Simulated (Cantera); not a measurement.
A closed system holds: 1 mol Mg(OH)2, 0.15 mol H2, 14 mol O2, held at 1175 K and 0.0100 bar.

Method: chemical equilibrium by Gibbs-energy minimisation in Cantera with the NASA 1993 tables (ideal gas, pure condensed phases). Candidate condensed phases: H2O, Mg, MgO, Mg(OH)2; 15 gas species. The numbers say what is thermodynamically allowed, not how fast it happens.

Base state: O2 0.924, H2O 0.0763 (mole fractions); condensed: MgO(s).

Task: What changes in the equilibrium state with this change: temperature from 1175 K to 2150 K?

Result: 
| species | before | after |
|---|---|---|
| O2 | 0.924 | 0.898 |
| H2O | 0.0763 | 0.0666 |
| O | 1.40e-7 | 0.0185 |
| OH | 8.46e-6 | 0.0150 |
| Mg | <1e-9 | 9.72e-5 |
| H | <1e-9 | 0.00102 |
| H2 | 5.93e-9 | 0.000582 |
| MgO(s), mol | 1.00 | 0.998 |
